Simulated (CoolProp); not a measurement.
Properties of carbon monoxide along the isotherm 103.4 K.

The numbers come from the reference Helmholtz-energy equation of state, Lemmon 2006 in CoolProp. It is a short technical equation, of lower accuracy than the large ones.

```
p (MPa)   phase  density (kg/m³)  cp (kJ/(kg K))  speed of sound (m/s)
-------  ------  ---------------  --------------  --------------------
0.875    liquid            687.8           2.362                 644.3
1.75     liquid            692.5           2.321                 658.6
2.62     liquid            697.0           2.286                 671.9
3.5      liquid            701.2           2.255                 684.6
4.37     liquid            705.2           2.227                 696.6
5.25     liquid            709.0           2.202                 708.2
6.12     liquid            712.6           2.179                 719.1
7        liquid            716.2           2.159                 729.8
7.87     liquid            719.5           2.140                 739.9
8.75     liquid            722.8           2.123                 749.8
```
